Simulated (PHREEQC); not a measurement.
Solution A (1.6 mol Na2SO4, 0.25 mol K2SO4 and 0.26 mol MgCl2 per kg of water) is mixed with solution B (0.055 mol/kgw H2SO4, 1.3e-06 mol/kgw H4SiO4 and 0.00098 mol/kgw CO2) at 25 °C; shares are by mass of water, 1 kg in all. No CO2 enters from the air. Only these solids could form: Arcanite, Bischofite, Bloedite, Brucite, Burkeite, Carnallite, Epsomite, Glaserite, Halite, Hexahydrite, Kainite, Kalicinite, Kieserite, Leonite, Nesquehonite, Mirabilite, Misenite, Nahcolite, Natron, Schoenite, SiO2(a), Sylvite, Thenardite, Trona, MgCl2_4H2O.

The numbers come from PHREEQC with the Pitzer model, pitzer.dat.

Predict pH, SO4-2 (mol/kgw) at share of solution B = 0.2, 0.35, 0.5, 0.7, 1.


```csv
share of solution B,pH,SO4-2 (mol/kgw)
0.2,2.58,1.47
0.35,2.33,1.19
0.5,2.16,0.910
0.7,1.96,0.538
1,1.24,0.0179
```

In brines, pH and single-ion activities rest on the MacInnes convention.
